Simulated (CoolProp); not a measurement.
Hydrogen chloride along the isobar 98.6 bar: density (kg/m³) from the reference equation and from simpler models built on Tc = 324.7 K, pc = 83.14 bar, ω = 0.130; each cubic takes its own stable root.

Computed with CoolProp (reference Helmholtz-energy equation of state, Thol 2018).

| T (K) | phase | reference | van der Waals | Redlich-Kwong | Soave-Redlich-Kwong | Peng-Robinson |
|---|---|---|---|---|---|---|
| 240.4 | liquid | 1064 | 645.6 | 915.0 | 928.8 | 1049 |
| 261.1 | liquid | 1002 | 610.8 | 849.8 | 864.6 | 977.0 |
| 281.8 | liquid | 929.0 | 570.1 | 773.1 | 787.4 | 888.7 |
| 302.5 | liquid | 837.0 | 519.0 | 677.0 | 688.3 | 773.5 |
| 323.1 | liquid | 688.1 | 444.3 | 534.2 | 535.8 | 593.6 |
| 343.8 | supercritical | 251.6 | 257.9 | 245.2 | 236.0 | 249.9 |
| 364.5 | supercritical | 183.2 | 185.5 | 181.6 | 176.2 | 184.7 |
| 385.2 | supercritical | 154.5 | 157.1 | 153.9 | 149.5 | 155.6 |
| 405.9 | supercritical | 136.6 | 139.3 | 136.3 | 132.4 | 137.3 |
| 426.5 | supercritical | 123.9 | 126.4 | 123.6 | 120.1 | 124.2 |
| 447.2 | supercritical | 114.0 | 116.3 | 113.8 | 110.6 | 114.0 |
| 467.9 | supercritical | 106.0 | 108.1 | 105.8 | 102.8 | 105.8 |
